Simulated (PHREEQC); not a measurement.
3.3 g of hydrous ferric oxide (600 m²/g; 0.2 weak and 0.005 strong sites per Fe, Dzombak-Morel constants, diffuse double layer) in 1 kg of water with 0.3 mol/kgw of an inert sodium salt and 0.00014 mol Na2HAsO4, at 25 °C; the pH is set by adding NaOH or the inert anion's acid. Oxygen is held at 0.21 atm. CO2 from the air is kept out. Precipitation was switched off in this run.

Model: ion-association model, wateq4f.dat, run in PHREEQC.

```json
[
 {"pH": "3", "As sorbed (%)": "100.0", "surface charge σ (C/m²)": "0.360", "surface potential ψ (mV)": "124"},
 {"pH": "3.67", "As sorbed (%)": "100.0", "surface charge σ (C/m²)": "(withheld)", "surface potential ψ (mV)": "(withheld)"},
 {"pH": "4.33", "As sorbed (%)": "100.0", "surface charge σ (C/m²)": "0.322", "surface potential ψ (mV)": "119"},
 {"pH": "5", "As sorbed (%)": "100.0", "surface charge σ (C/m²)": "0.262", "surface potential ψ (mV)": "(withheld)"},
 {"pH": "5.67", "As sorbed (%)": "100.0", "surface charge σ (C/m²)": "(withheld)", "surface potential ψ (mV)": "91"},
 {"pH": "6.33", "As sorbed (%)": "100.0", "surface charge σ (C/m²)": "0.114", "surface potential ψ (mV)": "(withheld)"},
 {"pH": "7", "As sorbed (%)": "100.0", "surface charge σ (C/m²)": "(withheld)", "surface potential ψ (mV)": "43"},
 {"pH": "7.67", "As sorbed (%)": "100.0", "surface charge σ (C/m²)": "0.019", "surface potential ψ (mV)": "15"},
 {"pH": "8.33", "As sorbed (%)": "100.0", "surface charge σ (C/m²)": "-0.017", "surface potential ψ (mV)": "-14"},
 {"pH": "9", "As sorbed (%)": "99.9", "surface charge σ (C/m²)": "-0.058", "surface potential ψ (mV)": "-41"},
 {"pH": "9.67", "As sorbed (%)": "99.6", "surface charge σ (C/m²)": "-0.109", "surface potential ψ (mV)": "-67"},
 {"pH": "10.33", "As sorbed (%)": "98.3", "surface charge σ (C/m²)": "(withheld)", "surface potential ψ (mV)": "(withheld)"},
 {"pH": "11", "As sorbed (%)": "92.3", "surface charge σ (C/m²)": "-0.253", "surface potential ψ (mV)": "-107"}
]
```

**Question.** Complete the blanks.

**Answer.** 
- 3.67, surface charge σ (C/m²): 0.351
- 3.67, surface potential ψ (mV): 123
- 5, surface potential ψ (mV): 108
- 5.67, surface charge σ (C/m²): 0.184
- 6.33, surface potential ψ (mV): 69
- 7, surface charge σ (C/m²): 0.060
- 10.33, surface charge σ (C/m²): -0.174
- 10.33, surface potential ψ (mV): -88

Species that the database lacks are ignored. The oxide is taken as insoluble; below pH 4 it would dissolve.
